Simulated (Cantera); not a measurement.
A perfectly stirred reactor is fed with H2 : O2 : N2 = 1 : 0.602 : 2.27 (molar parts), equivalence ratio 0.83, at 0.830 bar; it is adiabatic with a 775 K inlet, and is followed from long to short residence time, starting on the burning branch (τ in s: 0.17, 0.072, 0.03, 0.013, 0.0054, 0.0023, 0.00096, 0.00041, 0.00017, 7.2e-05, 3e-05).

Detailed kinetics in Cantera: GRI-Mech 3.0 (53 species, 325 reactions).

Problem. What does this change do: inlet temperature 775 to 373 K?

Solution. 
| quantity | before | after |
|---|---|---|
| blow-out, bracketed by the residence times tried | burning at 30.0 µs, the shortest tried | burning at 30.0 µs, the shortest tried |
| x(H2) at τ = 0.170 s | 0.0100 | 0.00328 |
| x(O2) at τ = 0.170 s | 0.0274 | 0.0284 |
| x(OH) at τ = 0.170 s | 0.0143 | 0.00695 |
| x(N2O) at τ = 0.170 s | 3.32e-7 | 2.15e-7 |
| x(NO) at τ = 0.170 s | 0.00680 | 0.00268 |
| x(H2) at τ = 2.30 ms | 0.0165 | 0.0126 |
| x(O2) at τ = 2.30 ms | 0.0321 | 0.0324 |
| x(OH) at τ = 2.30 ms | 0.0182 | 0.0126 |
| x(N2O) at τ = 2.30 ms | 1.90e-7 | 1.50e-7 |
| x(NO) at τ = 2.30 ms | 0.000924 | 0.000142 |

Problem. What does this change do: H2 1 to 0.6 parts?

Solution. 
```tsv
quantity	before	after
blow-out, bracketed by the residence times tried	burning at 30.0 µs, the shortest tried	burning at 30.0 µs, the shortest tried
x(H2) at τ = 0.170 s	0.0100	0.000325
x(O2) at τ = 0.170 s	0.0274	0.0941
x(OH) at τ = 0.170 s	0.0143	0.00315
x(N2O) at τ = 0.170 s	3.32e-7	2.91e-7
x(NO) at τ = 0.170 s	0.00680	0.000389
x(H2) at τ = 2.30 ms	0.0165	0.00304
x(O2) at τ = 2.30 ms	0.0321	0.0927
x(OH) at τ = 2.30 ms	0.0182	0.00854
x(N2O) at τ = 2.30 ms	1.90e-7	3.69e-7
x(NO) at τ = 2.30 ms	0.000924	4.21e-5
```
